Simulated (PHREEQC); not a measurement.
A solution holds 0.0047 mol ZnSO4, 7.9e-05 mol NaHCO3 and 0.099 mol Na2SO4 per kg of water, at 20 °C. Closed to the air; pH follows from the charge balance.

Computed with PHREEQC (ion-association model, wateq4f.dat).

Each row changes one thing in this solution. No solid was allowed to form.

```csv
case,pH,ionic strength (mol/kgw),Na+ (mol/kgw),SO4-2 (mol/kgw),NaSO4- (mol/kgw),HCO3- (mol/kgw),SI of Mirabilite (Na2SO4:10H2O),SI of Nahcolite (NaHCO3)
as made,7.08,0.266,0.179,0.0805,0.0186,6.19e-5,-2.10,-4.63
diluted 10-fold with water,6.95,0.0299,0.0193,0.00968,0.000481,6.23e-6,-4.50,-6.46
NaHCO3 from 7.9e-05 to 7.11e-05 mol/kgw,7.06,0.266,0.179,0.0805,0.0186,5.55e-5,-2.10,-4.68
Na2SO4 from 0.099 to 0.149 mol/kgw,7.12,___,0.264,0.115,0.0342,6.28e-5,___,-4.48
0.13 mol/kgw H3BO3 added,5.76,0.266,0.179,0.0805,0.0186,1.97e-5,-2.11,-5.13
Na2SO4 replaced by Na2CO3 at the same molality,11.21,0.220,___,0.00385,0.000854,0.00309,-3.48,-2.97
diluted 2-fold with water,7.04,0.139,0.0925,0.0435,0.00652,3.14e-5,-2.79,-5.17
0.0052 mol/kgw TMAH added,9.03,0.270,0.179,0.0827,0.0190,3.07e-5,-2.10,-4.94
ZnSO4 left out,7.86,0.260,0.179,0.0803,0.0187,7.27e-5,-2.10,-4.56
```

Question: What belongs in the gaps?

Answer: 
- Na2SO4 from 0.099 to 0.149 mol/kgw, ionic strength (mol/kgw): 0.384
- Na2SO4 from 0.099 to 0.149 mol/kgw, SI of Mirabilite (Na2SO4:10H2O): -1.70
- Na2SO4 replaced by Na2CO3 at the same molality, Na+ (mol/kgw): 0.161

Some of these states are supersaturated (in Zn(OH)2-e, Zn(OH)2-a, Zn4(OH)6SO4, for instance). The database's zinc carbonate complexes are estimates, stronger than later reviews accept.
